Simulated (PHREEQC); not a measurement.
Solution (25 °C): 0.04 mol H2SO4 and 5.9e-05 mol CuSO4 per kg of water. Closed to the air; pH follows from the charge balance.

All values are PHREEQC results (ion-association model, wateq4f.dat), not measurements.

| Item | Value |
|---|---|
| pH | 1.36 |
| ionic strength | 0.0645 mol/kgw |
| total alkalinity | -80.0 meq/kg |

```tsv
species	molality	activity	log γ
H+	0.0522	0.0440	-0.074
HSO4-	0.0278	0.0224	-0.094
SO4-2	0.0122	0.00523	-0.368
Cu+2	4.00e-5	1.81e-5	-0.345
CuSO4	1.90e-5	1.93e-5	0.006
```

This is a speciation only: nothing precipitates in the calculation. Species that the database lacks are ignored.
